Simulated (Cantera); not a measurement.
Charge: 1 mol SiCl₄, 31 mol NH₃, 12 mol H₂, held at 1200 K and 88.0 Pa.

Equilibrium computed with Cantera from the NASA thermochemical tables; the gas is ideal and each condensed phase is pure. Candidate condensed phases: NH₄Cl, Si, Si₃N₄; 28 gas species. Equilibrium is a limit: real reactors are often held back by kinetics, nucleation or transport.

Base state: H₂ 0.750, N₂ 0.197, HCl 0.0530, SiCl₂ 2.66e-5 (mole fractions); condensed: Si₃N₄(s).

Question: What changes in the equilibrium state with this change: temperature from 1200 K to 1675 K?

Answer: 
```
species         before     after
-------------  -------  --------
H₂               0.750     0.747
N₂               0.197     0.203
HCl             0.0530    0.0382
SiCl₂          2.66e-5   0.00703
Si               <1e-9  0.000493
SiCl             <1e-9  0.000124
Si₃N₄(s), mol    0.333         0
Si(s), mol           0     0.412
```
The tables' values for SiCl are old estimates; treat these amounts as uncertain.
